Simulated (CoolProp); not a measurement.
Vapour-liquid equilibrium of dimethyl ether (1) + R236EA (2) at 53.05 °C; x and y are mole fractions of (1).

Values from CoolProp's multi-fluid Helmholtz-energy mixture model, Wu 2011 and Rui 2013; pair parameters Bell 2016.

```tsv
x	bubble pressure (MPa)	y at the bubble point	dew pressure at overall composition x (MPa)	liquid density (mol/L)
0.05	0.5003	0.056	0.4999	8.951
0.125	0.5072	0.144	0.5055	9.256
0.2	0.5181	0.240	0.5131	9.572
0.275	0.5347	0.343	0.5231	9.898
0.35	0.5590	0.449	0.5361	10.23
0.425	0.5932	0.556	0.5527	10.58
0.5	0.6393	0.657	0.5738	10.93
0.575	0.6987	0.748	0.6007	11.29
0.65	0.7720	0.825	0.6354	11.66
0.725	0.8584	0.887	0.6813	12.03
0.8	0.9557	0.933	0.7448	12.39
0.875	1.060	0.966	0.8394	12.75
0.95	1.164	0.989	1.004	13.09
```

No azeotrope shows between x = 0.05 and 0.95.

Pair parameters are fitted to limited data, so mixtures are less certain than the pure fluids.
